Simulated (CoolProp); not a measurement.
Model: reference Helmholtz-energy equation of state, Thol 2019, in CoolProp.

### Question
For n-hexane, give the phase and the cp (kJ/(kg K)), isothermal compressibility (1/MPa), conductivity (mW/(m K)), Prandtl number at 111.35 °C and 4.97 bar.

### Answer
- 111.35 °C and 4.97 bar: liquid; cp 2.70, isothermal compressibility 0.00460, conductivity 97.7, Prandtl number 3.91

Viscosity comes from a separate model (Michailidou 2013). Thermal conductivity comes from a separate model (Assael 2013).
